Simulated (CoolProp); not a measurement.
Vapour-liquid equilibrium of n-hexane (1) + hexamethyldisiloxane (MM) (2) at 56.3 kPa; x and y are mole fractions of (1).

Values from CoolProp's multi-fluid Helmholtz-energy mixture model, Thol 2019 and Thol 2016; pair parameters Bell 2016.

Give the bubble temperature and the first vapour's composition at x = 0.05, 0.2, 0.35. Is there an azeotrope?

x = 0.05: 352.6 K, y = 0.109; x = 0.2: 347.3 K, y = 0.369; x = 0.35: 342.4 K, y = 0.567. No azeotrope shows between x = 0.05 and 0.95.

The pair parameters rest on a limited set of measurements; away from them the model extrapolates.
